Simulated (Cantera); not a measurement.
An adiabatic, constant-volume homogeneous reactor starts with H₂ : O₂ : N₂ = 1 : 1.04 : 3.92 (molar parts), equivalence ratio 0.48, at 1375 K and 15.8 atm. Integrator tolerance rtol = 1e-08.

Computed with Cantera and the H2/O2 subset of GRI-Mech 3.0, which has no nitrogen chemistry. The hydrogen kinetics of GRI-Mech 3.0 are dated; newer H2 mechanisms differ, most at raised pressure. The pressure lies above the range GRI-Mech 3.0 was tuned for (to about 10 atm).

**Question.** How do the results move with these cheaper or finer settings: rtol 1e-08 to 1e-05; full GRI-Mech 3.0 in place of its H2/O2 subset?

**Answer.** 
```csv
setting,time of steepest temperature rise,temperature at 4.00 s,equilibrium temperature,x(H₂) at 4.00 s,integrator steps
as above,2.51 µs,2727 K,2727 K,0.00171,922
rtol 1e-08 to 1e-05,2.51 µs,2727 K,2727 K,0.00171,455
full GRI-Mech 3.0 in place of its H2/O2 subset,2.51 µs,2687 K,2687 K,0.00154,1211
```
